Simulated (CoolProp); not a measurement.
Properties of tetradecamethylhexasiloxane (MD4M) along the isobar 0.788 MPa (Tc = 380.0 °C, pc = 0.8286 MPa, ω = 0.800).

Model: reference Helmholtz-energy equation of state, Thol 2019, in CoolProp.

```csv
T (°C),phase,cp (kJ/(kg K)),speed of sound (m/s),isothermal compressibility (1/MPa)
220.85,liquid,2.117,447.9,0.008129
232.65,liquid,2.140,421.2,0.009359
244.55,liquid,2.162,394.5,0.01088
256.35,liquid,2.185,368.2,0.01276
268.15,liquid,2.208,341.8,0.01514
279.95,liquid,2.233,315.5,0.01822
291.75,liquid,2.258,289.0,0.02231
303.55,liquid,2.286,262.3,0.02796
315.35,liquid,2.317,235.0,0.03611
327.15,liquid,2.354,206.9,0.04864
```
